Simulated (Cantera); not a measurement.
An isothermal, constant-pressure homogeneous reactor starts with 0.794 % H2, 99.2 % O2, equivalence ratio 0.0040, at 1348 K and 0.00316 atm.

Model: the H2/O2 subset of GRI-Mech 3.0, which has no nitrogen chemistry, integrated in Cantera. Radical loss at walls, strong at low pressure, is not modelled.

x: mole fraction; the columns are a selection and need not sum to one.

| t (s) | x H2 | x O2 | x H2O | x H2O2 | x OH | x H | x HO2 |
|---|---|---|---|---|---|---|---|
| 9.00e-5 | 0.00794 | 0.992 | 1.52e-11 | <1e-12 | 6.51e-10 | 1.24e-9 | 1.88e-9 |
| 0.000232 | 0.00794 | 0.992 | 1.94e-10 | <1e-12 | [?] | [?] | [?] |
| 0.000598 | 0.00794 | 0.992 | 2.01e-9 | 1.80e-12 | 1.10e-8 | 2.86e-9 | 1.25e-8 |
| 0.00154 | 0.00794 | 0.992 | 1.87e-8 | 1.15e-11 | 4.02e-8 | 5.55e-9 | 3.22e-8 |
| 0.00397 | 0.00794 | 0.992 | 2.24e-7 | 6.98e-11 | 2.34e-7 | 2.37e-8 | 8.28e-8 |
| 0.0102 | 0.00792 | 0.992 | 1.02e-5 | 3.71e-10 | 7.81e-6 | 7.36e-7 | 2.11e-7 |
| 0.0264 | 0.00121 | 0.986 | 0.00563 | 6.95e-9 | 0.00185 | 0.000335 | 1.58e-7 |
| 0.0680 | 2.56e-5 | 0.984 | 0.00734 | 2.39e-9 | 0.000946 | 0.000204 | 9.65e-8 |
| 0.175 | 2.52e-5 | 0.985 | 0.00734 | 2.38e-9 | 0.000939 | 0.000200 | 9.59e-8 |
| 0.452 | 2.44e-5 | 0.985 | 0.00736 | 2.36e-9 | 0.000923 | 0.000190 | 9.42e-8 |
| 1.16 | 2.24e-5 | 0.985 | 0.00739 | 2.30e-9 | 0.000885 | 0.000166 | 9.02e-8 |
| 3.00 | 1.82e-5 | 0.987 | 0.00747 | 2.16e-9 | 0.000798 | 0.000120 | 8.10e-8 |

Task: What belongs in the gaps?

Result: 
- 0.000232, x OH: 2.99e-9
- 0.000232, x H: 1.99e-9
- 0.000232, x HO2: 4.85e-9
